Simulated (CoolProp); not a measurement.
Computed with CoolProp (reference Helmholtz-energy equation of state, Lemmon 2006). It is a short technical equation, of lower accuracy than the large ones.

Problem. Give the vapour pressure (MPa), vapour Z, vapour viscosity (µPa s) of saturated toluene at 423.7 K.

Solution. 
```json
[
 {"T (K)": "423.7", "p (MPa)": "0.279", "vapour Z": "0.918", "vapour viscosity (µPa s)": "9.65"}
]
```

Viscosity comes from a separate model (Avgeri 2015).
